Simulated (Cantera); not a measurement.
An isothermal, constant-pressure homogeneous reactor starts with NO : N2 = 1 : 7.2 (molar parts), at 2175 K and 10.00 Torr.

Detailed kinetics in Cantera: GRI-Mech 3.0 (53 species, 325 reactions). Radical loss at walls, strong at low pressure, is not modelled.

Predict: x(NO) at 6.00 s; x(O2) at 6.00 s; x(N2) at 6.00 s; x(N2O) at 6.00 s; x(O) at 6.00 s; x(NO2) at 6.00 s.


```json
{
 "x(NO) at 6.00 s": "0.0351 (gas-phase equilibrium 0.00667)",
 "x(O2) at 6.00 s": "0.0413 (gas-phase equilibrium 0.0551)",
 "x(N2) at 6.00 s": "0.920 (gas-phase equilibrium 0.933)",
 "x(N2O) at 6.00 s": "3.96e-7 (gas-phase equilibrium 4.67e-8)",
 "x(O) at 6.00 s": "0.00392 (gas-phase equilibrium 0.00471)",
 "x(NO2) at 6.00 s": "2.40e-6 (gas-phase equilibrium 5.20e-7)"
}
```
